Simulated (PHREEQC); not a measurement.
0.017 g of hydrous ferric oxide (600 m²/g; 0.2 weak and 0.005 strong sites per Fe, Dzombak-Morel constants, diffuse double layer) in 1 kg of water with 0.01 mol/kgw of an inert sodium salt, at 25 °C; the pH is set by adding NaOH or the inert anion's acid. Oxygen is held at 0.21 atm. CO2 from the air is kept out. Precipitation was switched off in this run.

All values are PHREEQC results (ion-association model, wateq4f.dat), not measurements.

Predict surface charge σ (C/m²), surface potential ψ (mV) at pH = 6, 9.33, 11.33.


```csv
pH,surface charge σ (C/m²),surface potential ψ (mV)
6,0.049,110
9.33,-0.020,-66
11.33,-0.131,-154
```
